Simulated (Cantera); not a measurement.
A perfectly stirred reactor is fed with 9.27 % H₂, 66.2 % O₂, 24.5 % N₂, equivalence ratio 0.070, at 0.0267 bar; it is held at 1123 K, and followed from long to short residence time.

Detailed kinetics in Cantera: GRI-Mech 3.0 (53 species, 325 reactions). Radical loss at walls, strong at low pressure, is not modelled. The temperature is held fixed by assumption; the heat of reaction is taken as removed at once.

x: mole fraction; the columns are a selection and need not sum to one.

```json
[
 {"τ (s)": "0.34", "x H₂": "0.000556", "x O₂": "0.644", "x H₂O₂": "3.01e-7", "x O": "0.00194", "x H₂O": "0.0959", "x HO₂": "5.50e-6", "x H": "0.000304"},
 {"τ (s)": "0.098", "x H₂": "…", "x O₂": "0.642", "x H₂O₂": "…", "x O": "…", "x H₂O": "0.0944", "x HO₂": "…", "x H": "…"},
 {"τ (s)": "0.028", "x H₂": "0.00240", "x O₂": "0.637", "x H₂O₂": "4.11e-7", "x O": "0.00856", "x H₂O": "0.0912", "x HO₂": "9.41e-6", "x H": "0.00323"},
 {"τ (s)": "0.0081", "x H₂": "…", "x O₂": "0.630", "x H₂O₂": "…", "x O": "…", "x H₂O": "0.0845", "x HO₂": "1.06e-5", "x H": "…"},
 {"τ (s)": "0.0023", "x H₂": "0.0103", "x O₂": "0.623", "x H₂O₂": "4.93e-7", "x O": "0.0220", "x H₂O": "0.0726", "x HO₂": "1.08e-5", "x H": "0.0180"},
 {"τ (s)": "0.00067", "x H₂": "0.0228", "x O₂": "0.624", "x H₂O₂": "5.81e-7", "x O": "0.0216", "x H₂O": "0.0559", "x HO₂": "1.02e-5", "x H": "0.0232"},
 {"τ (s)": "0.00019", "x H₂": "0.0538", "x O₂": "0.640", "x H₂O₂": "5.02e-7", "x O": "0.0122", "x H₂O": "0.0289", "x HO₂": "8.37e-6", "x H": "0.0151"}
]
```

Problem. Complete the blanks.

Solution. 
- 0.098, x H₂: 0.00116
- 0.098, x H₂O₂: 3.62e-7
- 0.098, x O: 0.00419
- 0.098, x HO₂: 7.54e-6
- 0.098, x H: 0.00102
- 0.0081, x H₂: 0.00490
- 0.0081, x H₂O₂: 4.47e-7
- 0.0081, x O: 0.0155
- 0.0081, x H: 0.00880
